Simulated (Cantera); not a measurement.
Charge: 1 mol Si, 11 mol HBr, 42 mol N2, held at 1375 K and 13300 Pa.

These are equilibrium values from Cantera (NASA tables, ideal gas, pure condensed phases), not measurements of a reactor. Candidate condensed phases: Br2, Si, Si3N4; 28 gas species. N2 is the only nitrogen source here; it is nearly inert below about 1500 K, so the nitride shown seldom forms there in practice. The tables' values for SiBr3 are old estimates; treat these amounts as uncertain. Kinetics and transport are ignored.

Base state: N2 0.800, HBr 0.159, H2 0.0257, SiBr4 0.0107, SiBr2 0.00203, Br 0.00157, SiBr3 0.000851, SiHBr3 6.81e-5 (mole fractions); condensed: Si3N4(s).

Problem. What changes in the equilibrium state with this change: pressure from 13300 Pa to 100000 Pa?

Solution. 
| species | before | after |
|---|---|---|
| N2 | 0.800 | 0.803 |
| HBr | 0.159 | 0.153 |
| H2 | 0.0257 | 0.0291 |
| SiBr4 | 0.0107 | 0.0138 |
| SiBr2 | 0.00203 | 0.000430 |
| Br | 0.00157 | 0.000516 |
| Si3N4(s), mol | 0.0948 | 0.0762 |

Problem. What changes in the equilibrium state with this change: N2 from 42 to 0.2 mol?

Solution. 
```
species          before     after
-------------  --------  --------
HBr               0.159     0.695
H2               0.0257     0.186
SiBr4            0.0107    0.0858
N2                0.800    0.0194
SiHBr3          6.81e-5  0.000905
SiBr3          0.000851   0.00420
SiBr2           0.00203   0.00619
Br2             1.56e-5   4.10e-5
Br              0.00157   0.00254
Si3N4(s), mol    0.0948         0
```
